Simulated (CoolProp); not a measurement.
Values from CoolProp's reference Helmholtz-energy equation of state, Thol 2015.

Question: For octamethylcyclotetrasiloxane (D4), give the phase and the speed of sound (m/s) at 346.85 °C and 21.3 kPa; 346.85 °C and 40.4 kPa; 346.85 °C and 275 kPa.

Answer: 
- 346.85 °C and 21.3 kPa: gas; speed of sound 132
- 346.85 °C and 40.4 kPa: gas; speed of sound 132
- 346.85 °C and 275 kPa: gas; speed of sound 125
